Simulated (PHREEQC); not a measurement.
Dissolve 0.086 mol H2SO4, 0.056 mol CuSO4 and 0.00044 mol MgCl2 per kg of water at 18 °C. Closed to the air; pH follows from the charge balance.

All values are PHREEQC results (ion-association model, phreeqc.dat), not measurements.

| quantity | before | after |
|---|---|---|
| pH | 1.15 | 0.47 |
| ionic strength (mol/kgw) | 0.231 | 0.622 |
| SO4-2 (mol/kgw) | 0.0373 | 0.0565 |
| Mg+2 (mol/kgw) | 0.000267 | 0.000287 |
| MgSO4 (mol/kgw) | 0.000173 | 0.000153 |

Name the change that produced these shifts.
A) MgCl2 from 0.00044 to 0.00066 mol/kgw
B) H2SO4 from 0.086 to 0.43 mol/kgw
C) diluted 10-fold with water
D) H2SO4 from 0.086 to 0.0946 mol/kgw
E) CuSO4 left out

B, H2SO4 from 0.086 to 0.43 mol/kgw

No solid was allowed to form.
